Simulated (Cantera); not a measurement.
## Reactions in the system C-O-Ti

Source: NASA polynomial tables (part measured, part estimated), evaluated in Cantera. Values are per mole of reaction as written; species without (g) are pure solids or liquids, kept so even where they would boil at 1 bar.

3 Ti2O3 + CO2(g) ⇌ 2 Ti3O5 + CO(g)

```csv
T (K),ΔH° (kJ),ΔS° (J/K),ΔG° (kJ),log10 K,condensed phases
1750,-86.8,16.4,-115.4,3.45,"Ti2O3(s), Ti3O5(s)"
1950,-82.4,18.7,-118.9,3.19,"Ti2O3(s), Ti3O5(s)"
2150,-45.0,41.7,-134.6,3.27,"Ti2O3(l), Ti3O5(l)"
2350,-36.9,45.3,-143.3,3.18,"Ti2O3(l), Ti3O5(l)"
2550,-28.9,48.5,-152.7,3.13,"Ti2O3(l), Ti3O5(l)"
2750,-20.9,51.6,-162.7,3.09,"Ti2O3(l), Ti3O5(l)"
```
